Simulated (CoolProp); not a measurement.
Properties of o-xylene along the isobar 14 MPa (Tc = 630.3 K, pc = 3.737 MPa, ω = 0.312).

Computed with CoolProp (reference Helmholtz-energy equation of state, Zhou 2012).

```csv
T (K),phase,speed of sound (m/s),expansivity (1/kK),conductivity (mW/(m K)),fugacity coefficient
544.8,liquid,649.1,1.516,87.3,0.1116
550.2,liquid,635.7,1.546,86.7,0.1191
555.6,liquid,622.3,1.578,86.2,0.1267
560.9,liquid,609.3,1.612,85.8,0.1345
566.3,liquid,596.2,1.647,85.3,0.1427
571.7,liquid,583.2,1.684,84.9,0.1511
577,liquid,570.5,1.723,84.5,0.1596
582.4,liquid,557.8,1.764,84.2,0.1684
587.8,liquid,545.1,1.807,83.9,0.1775
593.2,liquid,532.6,1.852,83.6,0.1868
598.5,liquid,520.4,1.899,83.3,0.1961
603.9,liquid,508.1,1.950,83.1,0.2058
609.3,liquid,495.9,2.002,82.9,0.2156
614.6,liquid,484.1,2.057,82.7,0.2255
620,liquid,472.2,2.115,82.6,0.2356
```

Thermal conductivity comes from a separate model (Mylona 2014).
